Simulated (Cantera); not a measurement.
# Ignition delay

Mixture: 4.06 % CH₄, 0.813 % C₂H₆, 20.0 % O₂, 75.2 % N₂, equivalence ratio 0.55, at 10.0 bar, adiabatic and at constant pressure. Ignition delay is the time to a rise of 400 K.

Computed with Cantera and GRI-Mech 3.0 (53 species, 325 reactions).

| T0 (K) | delay (ms) |
|---|---|
| 1250 | 0.433 |
| 1300 | 0.230 |
| 1350 | 0.131 |
| 1400 | 0.0796 |
| 1450 | 0.0507 |
| 1500 | 0.0336 |
| 1550 | 0.0230 |
| 1600 | 0.0162 |

```
Property                                                Result
--------------------------------------------------  ----------
apparent activation energy between 1500 and 1600 K  150 kJ/mol
```
